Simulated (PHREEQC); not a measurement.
Dissolve 0.019 mol Cu(NO3)2, 0.0002 mol HBF4 and 0.00018 mol Na2SO4 per kg of water at 5 °C. Closed to the air; pH follows from the charge balance.

The numbers come from PHREEQC with the ion-association model, phreeqc.dat.

No solid was allowed to form.

Order these F species by the share of F that they hold, largest first: HF, BF4-, F-, BF2(OH)2-, CuF+.

F- (64 %), HF (27 %), CuF+ (8.5 %), BF2(OH)2- (0.18 %), BF4- (0.10 %)

Order these S species by the share of S that they hold, largest first: SO4-2, HSO4-, CuSO4.

SO4-2 (58 %), CuSO4 (41 %), HSO4- (1.0 %)

The pH is 3.31 and the ionic strength 0.0577 mol/kgw. Species that the database lacks are ignored. Away from 25 °C the constants follow the database's enthalpies or fits; those with neither stay at their 25 °C values. Real BF4- forms and hydrolyses slowly; the run takes it at equilibrium.
